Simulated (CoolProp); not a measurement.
Vapour-liquid equilibrium of cyclohexane (1) + dimethyl carbonate (2) at 448.4 K; x and y are mole fractions of (1).

Computed with CoolProp (multi-fluid Helmholtz-energy mixture model, Zhou 2014 and Zhou 2011; pair parameters Bell 2016).

Question: Give the bubble pressure and the first vapour's composition at x = 0.05, 0.575, 0.725. Is there an azeotrope?

Answer: x = 0.05: 9.126 bar, y = 0.104; x = 0.575: 11.27 bar, y = 0.558; x = 0.725: 11.01 bar, y = 0.655. y crosses x between x = 0.5 and 0.575: the model has an azeotrope there.

Pair parameters are fitted to limited data, so mixtures are less certain than the pure fluids.
